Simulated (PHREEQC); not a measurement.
Make-up at 20 °C: 0.034 mol HNO3, 0.0026 mol CaCl2 and 0.013 mol MnSO4 per kg of water. Closed to the air; pH follows from the charge balance.

Computed with PHREEQC (ion-association model, phreeqc.dat).

Each row changes one thing in this solution. This is a speciation only: nothing precipitates in the calculation.

| case | pH | ionic strength (mol/kgw) | HSO4- (mol/kgw) | SO4-2 (mol/kgw) | MnSO4 (mol/kgw) | CaSO4 (mol/kgw) | SI of Gypsum (CaSO4:2H2O) | SI of Pyrochroite (Mn(OH)2) |
|---|---|---|---|---|---|---|---|---|
| as made | 1.62 | 0.0739 | 0.00564 | 0.00526 | 0.00169 | 0.000344 | -1.11 | -14.26 |
| 0.0076 mol/kgw HCl added | 1.53 | 0.0808 | ? | 0.00484 | 0.00148 | 0.000304 | -1.16 | -14.46 |
| HNO3 from 0.034 to 0.0068 mol/kgw | 2.36 | 0.0491 | 0.00169 | 0.00784 | 0.00286 | 0.000589 | -0.88 | -12.79 |
| temperature from 20 to 25 °C | 1.63 | 0.0732 | ? | 0.00498 | 0.00175 | 0.000336 | -1.14 | -14.26 |
| 0.0054 mol/kgw ZnSO4 added | 1.65 | 0.0858 | 0.00718 | 0.00740 | 0.00210 | 0.000423 | -1.02 | -14.24 |

Q: What belongs in the gaps?

A: 
- 0.0076 mol/kgw HCl added, HSO4- (mol/kgw): 0.00630
- temperature from 20 to 25 °C, HSO4- (mol/kgw): 0.00587
